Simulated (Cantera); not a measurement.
Cantera run, input and output.

```python
import numpy as np
import cantera as ct

gas = ct.Solution("gri30.yaml")
gas.TPX = 1600, 1000000, {'CH4': 1, 'H2O': 2.8}
reactor = ct.IdealGasConstPressureReactor(gas, energy="off", clone=False)
net = ct.ReactorNet([reactor])
net.rtol, net.atol = 1e-08, 1e-18
show = ['CH4', 'H2O', 'HCO', 'H2', 'CH2CO', 'HO2', 'O2']
times = np.geomspace(0.0004, 3, 10)

steps = ct.SolutionArray(gas, extra=["t"])
rows = []
print(f"{'t/s':>10s}{'T/K':>9s}{'P/Pa':>11s}" + "".join(f"{s:>11s}" for s in show))
for t in times:
    while net.time < t:
        t_next = net.step()
        steps.append(gas.state, t=t_next)
    rows.append([np.interp(t, steps.t, y) for y in (steps.T, steps.P, *steps(*show).X.T)])
    print(f"{t:10.3e}{rows[-1][0]:9.1f}{rows[-1][1]:11.4g}" + "".join(f"{x:11.3e}" for x in rows[-1][2:]))
rate = np.gradient(steps.T, steps.t)
print("integrator steps:", len(steps.t))
if steps.T.max() > steps.T[0] + 200:
    print(f"time of steepest temperature rise: {steps.t[rate.argmax()]:.4e} s")
gas.TPX = 1600, 1000000, {'CH4': 1, 'H2O': 2.8}
gas.equilibrate("TP")
print(f"equilibrium (TP): T = {gas.T:.1f} K  " + "  ".join(f"{s} {gas[s].X[0]:.3e}" for s in show))
```

Output:

```
       t/s      T/K       P/Pa        CH4        H2O        HCO         H2      CH2CO        HO2         O2
 4.000e-04   1600.0      1e+06  2.561e-01  7.352e-01  7.298e-10  5.223e-03  9.250e-08  8.271e-14  2.413e-11
 1.078e-03   1600.0      1e+06  2.433e-01  7.293e-01  1.182e-09  1.846e-02  2.369e-06  9.565e-14  7.925e-11
 2.905e-03   1600.0      1e+06  2.155e-01  7.124e-01  9.551e-10  5.197e-02  1.545e-05  8.780e-14  1.032e-10
 7.830e-03   1600.0      1e+06  1.704e-01  6.821e-01  8.103e-10  1.089e-01  3.289e-05  6.423e-14  4.299e-11
 2.110e-02   1600.0      1e+06  1.178e-01  6.424e-01  9.986e-10  1.778e-01  4.210e-05  5.049e-14  1.933e-11
 5.687e-02   1600.0      1e+06  8.667e-02  5.950e-01  1.911e-09  2.376e-01  3.776e-05  4.394e-14  1.263e-11
 1.533e-01   1600.0      1e+06  8.495e-02  5.354e-01  3.814e-09  2.870e-01  2.120e-05  3.048e-14  8.747e-12
 4.130e-01   1600.0      1e+06  7.832e-02  4.637e-01  7.205e-09  3.488e-01  8.371e-06  1.869e-14  5.630e-12
 1.113e+00   1600.0      1e+06  5.853e-02  3.946e-01  1.162e-08  4.169e-01  2.552e-06  1.119e-14  3.449e-12
 3.000e+00   1600.0      1e+06  3.279e-02  3.393e-01  1.589e-08  4.779e-01  6.673e-07  7.065e-15  2.141e-12
integrator steps: 1494
equilibrium (TP): T = 1600.0 K  CH4 1.151e-05  H2O 2.847e-01  HCO 2.073e-08  H2 5.428e-01  CH2CO 1.240e-10  HO2 4.272e-15  O2 1.227e-12
```

Computed with Cantera and GRI-Mech 3.0 (53 species, 325 reactions).
